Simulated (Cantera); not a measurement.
Feed: 1 mol Si, 0.43 mol H₂O, 3.5 mol CO, held at 527 °C and 1.00 Torr.

Method: chemical equilibrium by Gibbs-energy minimisation in Cantera with the NASA 1993 tables (ideal gas, pure condensed phases). Candidate condensed phases: C, C₆H₆, C₇H₈, C₈H₁₈, H₂O, Si, SiC, SiO₂; 123 gas species. Rates play no part.

Base state: CO 0.733, H₂ 0.191, CO₂ 0.0708, H₂O 0.00438, CH₄ 6.57e-5 (mole fractions); condensed: C(graphite) + SiO₂(α-quartz).

Task: What changes in the equilibrium state with this change: CO from 3.5 to 1 mol?

Result: 
| species | before | after |
|---|---|---|
| H₂ | 0.191 | 0.998 |
| CH₄ | 6.57e-5 | 0.00179 |
| CO | 0.733 | 9.67e-9 |
| CO₂ | 0.0708 | <1e-9 |
| H₂O | 0.00438 | <1e-9 |
| C(graphite), mol | 1.73 | 0.714 |
| SiO₂(α-quartz), mol | 1.00 | 0.715 |
| SiC(s), mol | 0 | 0.285 |

Task: What changes in the equilibrium state with this change: Si replaced by Cu?

Result: 
```csv
species,before,after
CO,0.733,0.785
CO₂,0.0708,0.106
H₂,0.191,0.106
CH₄,6.57e-5,1.54e-5
H₂O,0.00438,0.00339
"C(graphite), mol",1.73,0
"SiO₂(α-quartz), mol",1.00,0
"Cu(s), mol",0,1.00
```
Further candidate phases: Cu, CuO, Cu(OH)₂, Cu₂O.

Task: What changes in the equilibrium state with this change: temperature from 527 °C to 1552 °C?

Result: 
```tsv
species	before	after
CO	0.733	0.736
SiO	<1e-9	0.163
H₂	0.191	0.0965
CO₂	0.0708	2.84e-7
H	<1e-9	0.00375
Si	<1e-9	0.000561
CH₄	6.57e-5	1.44e-9
H₂O	0.00438	1.46e-7
C(graphite), mol	1.73	0
SiO₂(α-quartz), mol	1.00	0
SiC(s), mol	0	0.284
```
